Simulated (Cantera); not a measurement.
Thermodynamics of boron, boron nitride and boron oxide, feed B₂H₆ + O₂ + H₂

A closed system holds: 1 mol B₂H₆, 0.18 mol O₂, 1.1 mol H₂, equilibrated at 2325 K.

Method: chemical equilibrium by Gibbs-energy minimisation in Cantera with the NASA 1993 tables (ideal gas, pure condensed phases). Candidate condensed phases: B, B₂O₃, B₃O₃H₃, H₂O; 23 gas species. The feed counts by its element totals alone. The tables' values for BH₂ are old estimates; treat these amounts as uncertain. Gases not in the tables: B₂H₆ and higher boranes. Rates play no part.

From 0.0750 Torr to 750 Torr the condensed part is B(s). The main B-bearing gas is B at 0.0750 Torr and HBO at 750 Torr. The share of B in condensed phases is highest at 750 Torr (81.6 %) and lowest at 0.0750 Torr (28.3 %).

```
P (Pa)   x H₂     x H       x B    x HBO     x BO  n B(s)
------  -----  ------  --------  -------  -------  ------
10      0.256   0.557     0.138  0.00184   0.0439   0.565
46      0.531   0.374    0.0300  0.00704   0.0545    1.45
220     0.721   0.199   0.00628   0.0173   0.0526    1.59
1000    0.821  0.0997   0.00138   0.0311   0.0415    1.62
4600    0.873  0.0479  0.000300   0.0447   0.0270    1.63
22000   0.899  0.0222   6.28e-5   0.0547   0.0149    1.63
100000  0.912  0.0105   1.38e-5   0.0600  0.00761    1.63
```
x: gas mole fraction; n: condensed amount in mol.
